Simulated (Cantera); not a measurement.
What does this Cantera script print?

```python
import numpy as np
import cantera as ct

gas_names = [...]  # 116 gases of nasa_gas.yaml made of C, H, Mg, O
cond_names = """
    C(gr) C6H6(L) C7H8(L) C8H18(L),n-octa H2O(s) H2O(L) Mg(cr) Mg(L) MgCO3(s) MgO(s) MgO(L) MgO2H2(s)
""".split()


# ... load() reads the species with a 1 bar reference pressure and builds the phases ...
atoms = {
    'Mg(OH)2': {'Mg': 1, 'O': 2, 'H': 2},
    'CO2': {'C': 1, 'O': 2},
}
top_T = {'C(gr)': 4500}  # K; cautious upper limits of use, not melting points


# ... equilibrate(T, P, feed) seeds the gas with the atoms and calls Mixture.equilibrate('TP', solver="vcs", rtol=1e-11, max_steps=5000) ...
results = []
T = 1198  # K
P = 133.322  # Pa
for m in [0.18, 0.25, 0.35, 0.49, 0.69, 0.97, 1.4, 1.9, 2.7, 3.8, 5.4]:
    feed = {'Mg(OH)2': 1, 'CO2': m}  # mol
    mix = equilibrate(T, P, feed)
    results.append((T, P, feed, dict(zip(mix.species_names, mix.species_moles))))

top = {s: max(r[3][s] / sum(r[3][g] for g in gas_names) for r in results) for s in gas_names}
cols = sorted((s for s in top if top[s] > 0.001), key=lambda s: -top[s])[:9]
seen = [c for c in cond_names if any(r[3].get(c, 0) > 1e-12 for r in results)]
print("log10 of partial pressures in bar; condensed amounts in mol")
print(f"{'n(CO2)':>10s}" + "".join(f"{s[:9]:>10s}" for s in cols + seen))
for T, P, feed, n in results:
    ng = sum(n[g] for g in gas_names)
    print(f"{feed['CO2']:10.4g}" + "".join(f"{np.log10(max(n[s] / ng * P / 1e5, 1e-99)):10.3f}" for s in cols)
          + "".join(f"{n.get(c, 0):10.4g}" for c in seen))
```

Result:

```
log10 of partial pressures in bar; condensed amounts in mol
    n(CO2)       H2O       CO2    MgO(s)
      0.18    -2.947    -3.692         1
      0.25    -2.972    -3.574         1
      0.35    -3.005    -3.461         1
      0.49    -3.048    -3.358         1
      0.69    -3.103    -3.264         1
      0.97    -3.170    -3.183         1
       1.4    -3.255    -3.109         1
       1.9    -3.338    -3.059         1
       2.7    -3.443    -3.012         1
       3.8    -3.556    -2.977         1
       5.4    -3.681    -2.949         1
```

Method: chemical equilibrium by Gibbs-energy minimisation in Cantera with the NASA 1993 tables (ideal gas, pure condensed phases).
